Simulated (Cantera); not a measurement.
What does this Cantera script print?

```python
import numpy as np
import cantera as ct

gas_names = """
    O2 CO NbO2 TiO SiO
""".split()
cond_names = """
    C(gr) Nb(cr) Nb(L) Ti(a) Ti(b) Ti(L) Ti4O7(s) Ti4O7(L) Si(cr) Si(L)
""".split()


# ... load() reads the species with a 1 bar reference pressure and builds the phases ...
species = {s.name: s for s in load("nasa_gas.yaml", gas_names) + load("nasa_condensed.yaml", cond_names)}
# Each term lists the table entries of one substance; the one whose range holds T is used.
reactions = {
    '2 C + O2(g) = 2 CO(g)':
        [(-2, ['C(gr)']), (-1, ['O2']), (2, ['CO'])],
    'Nb + O2(g) = NbO2(g)':
        [(-1, ['Nb(cr)', 'Nb(L)']), (-1, ['O2']), (1, ['NbO2'])],
    '1.143 Ti + O2(g) = 0.2857 Ti4O7':
        [(-1.1428571428571428, ['Ti(a)', 'Ti(b)', 'Ti(L)']), (-1, ['O2']), (0.2857142857142857, ['Ti4O7(s)', 'Ti4O7(L)'])],
    '2 Ti + O2(g) = 2 TiO(g)':
        [(-2, ['Ti(a)', 'Ti(b)', 'Ti(L)']), (-1, ['O2']), (2, ['TiO'])],
    '2 Si + O2(g) = 2 SiO(g)':
        [(-2, ['Si(cr)', 'Si(L)']), (-1, ['O2']), (2, ['SiO'])],
}


def pick(names, T):
    return next(species[n] for n in names if species[n].thermo.min_temp <= T <= species[n].thermo.max_temp)


results = []
for label, terms in reactions.items():
    print(label)
    print("     T/K   dH/kJ  dS/(J/K)   dG/kJ   log10 K")
    for T in [1025, 1175, 1325, 1475, 1625, 1775, 1925, 2075, 2225, 2375]:
        used = [(nu, pick(names, T)) for nu, names in terms]
        dH = sum(nu * s.thermo.h(T) for nu, s in used) / 1e6
        dS = sum(nu * s.thermo.s(T) for nu, s in used) / 1e3
        dG = dH - T * dS / 1e3
        logK = -dG * 1e6 / (ct.gas_constant * T * np.log(10))
        results.append((label, T, dH, dS, dG, logK, [s.name for _, s in used]))
        print(f"{T:8g} {dH:8.1f} {dS:8.1f} {dG:8.1f} {logK:8.2f}")
```

Result:

```
2 C + O2(g) = 2 CO(g)
     T/K   dH/kJ  dS/(J/K)   dG/kJ   log10 K
    1025   -224.3    176.3   -405.0    20.64
    1175   -226.1    174.6   -431.3    19.17
    1325   -228.1    173.1   -457.4    18.03
    1475   -230.1    171.6   -483.2    17.11
    1625   -232.2    170.2   -508.9    16.36
    1775   -234.4    169.0   -534.3    15.72
    1925   -236.7    167.7   -559.6    15.18
    2075   -239.0    166.6   -584.6    14.72
    2225   -241.4    165.4   -609.5    14.31
    2375   -243.9    164.4   -634.3    13.95
Nb + O2(g) = NbO2(g)
     T/K   dH/kJ  dS/(J/K)   dG/kJ   log10 K
    1025   -205.1     22.4   -228.0    11.62
    1175   -206.2     21.3   -231.3    10.28
    1325   -207.4     20.4   -234.4     9.24
    1475   -208.8     19.4   -237.4     8.41
    1625   -210.3     18.4   -240.2     7.72
    1775   -211.9     17.4   -242.9     7.15
    1925   -213.8     16.4   -245.4     6.66
    2075   -215.8     15.4   -247.8     6.24
    2225   -218.1     14.4   -250.1     5.87
    2375   -220.6     13.3   -252.1     5.55
1.143 Ti + O2(g) = 0.2857 Ti4O7
     T/K   dH/kJ  dS/(J/K)   dG/kJ   log10 K
    1025   -964.5   -170.6   -789.6    40.24
    1175   -967.7   -173.3   -764.0    33.97
    1325   -965.1   -171.3   -738.2    29.10
    1475   -962.8   -169.6   -712.7    25.24
    1625   -960.8   -168.3   -687.3    22.09
    1775   -959.2   -167.4   -662.1    19.48
    1925   -958.0   -166.7   -637.1    17.29
    2075   -908.2   -141.2   -615.2    15.49
    2225   -906.2   -140.3   -594.0    13.95
    2375   -904.3   -139.4   -573.1    12.60
2 Ti + O2(g) = 2 TiO(g)
     T/K   dH/kJ  dS/(J/K)   dG/kJ   log10 K
    1025     95.5    178.9    -87.9     4.48
    1175     82.7    167.7   -114.3     5.08
    1325     80.0    165.5   -139.3     5.49
    1475     76.6    163.1   -163.9     5.81
    1625     72.5    160.5   -188.2     6.05
    1775     67.7    157.6   -212.1     6.24
    1925     62.0    154.5   -235.5     6.39
    2075     25.0    135.6   -256.4     6.45
    2225     16.8    131.8   -276.5     6.49
    2375      8.7    128.3   -296.0     6.51
2 Si + O2(g) = 2 SiO(g)
     T/K   dH/kJ  dS/(J/K)   dG/kJ   log10 K
    1025   -211.2    163.5   -378.8    19.30
    1175   -213.8    161.1   -403.2    17.92
    1325   -216.6    158.9   -427.2    16.84
    1475   -219.4    156.9   -450.8    15.97
    1625   -222.5    154.9   -474.2    15.24
    1775   -325.7     93.8   -492.3    14.49
    1925   -328.4     92.4   -506.2    13.74
    2075   -331.0     91.1   -520.0    13.09
    2225   -333.7     89.8   -533.6    12.53
    2375   -336.4     88.7   -547.0    12.03
```

Source: NASA polynomial tables (part measured, part estimated), evaluated in Cantera. Condensed species are held in their standard states even where they would react or evaporate.
